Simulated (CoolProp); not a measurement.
C2F6 (R116) along the isotherm -16.95 °C: density (kg/m³) from the reference equation and from simpler models built on Tc = 19.9 °C, pc = 3.048 MPa, ω = 0.257; each cubic takes its own stable root.

The numbers come from the reference Helmholtz-energy equation of state, Lemmon 2006 in CoolProp. It is a short technical equation, of lower accuracy than the large ones.

```tsv
p (MPa)	phase	reference	van der Waals	Redlich-Kwong	Soave-Redlich-Kwong	Peng-Robinson
0.693	gas	51.86	50.01	51.32	51.78	52.36
1.39	liquid	1279	117.9	1097	1162	___
2.08	liquid	1292	817.1	1126	1183	1339
2.77	liquid	1303	___	1150	1202	1359
3.46	liquid	1313	865.3	1171	1219	1377
4.16	liquid	1323	883.2	___	___	1394
4.85	liquid	1332	898.3	1207	___	1409
5.54	liquid	1341	911.6	1223	1262	1422
6.23	liquid	1349	923.5	1237	1274	1436
6.93	liquid	1357	934.5	___	1286	1448
7.62	liquid	1364	944.4	1263	1297	1459
```

Task: Complete the blanks.

Result: 
- 1.39, Peng-Robinson: 1317
- 2.77, van der Waals: 844.1
- 4.16, Redlich-Kwong: 1190
- 4.16, Soave-Redlich-Kwong: 1235
- 4.85, Soave-Redlich-Kwong: 1249
- 6.93, Redlich-Kwong: 1251

At some of these states van der Waals gives the other phase, because its saturation line lies elsewhere.
